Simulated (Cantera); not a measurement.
Input: 1 mol C2F6, 0.29 mol CH4, equilibrated at 0.0170 bar.

Method: chemical equilibrium by Gibbs-energy minimisation in Cantera with the NASA 1993 tables (ideal gas, pure condensed phases). Candidate condensed phases: C, C6H6, C7H8, C8H18; 110 gas species. Ions and electrons are included (thermal ionisation). The feed counts by its element totals alone. Kinetics and transport are ignored.

Problem. Which condensed phases are stable at each of these points (T (K)): 3000, 3250, 3500, 3750, 4000, 4250, 4500, 4750, 5000?

Solution. 
```csv
T (K),condensed phases,C condensed (%)
3000,C(graphite),52.5
3250,gas only,0.0
3500,gas only,0.0
3750,gas only,0.0
4000,gas only,0.0
4250,gas only,0.0
4500,gas only,0.0
4750,gas only,0.0
5000,gas only,0.0
```

At 3000 K the condensed part is C(graphite). From 3250 K to 5000 K nothing is condensed.
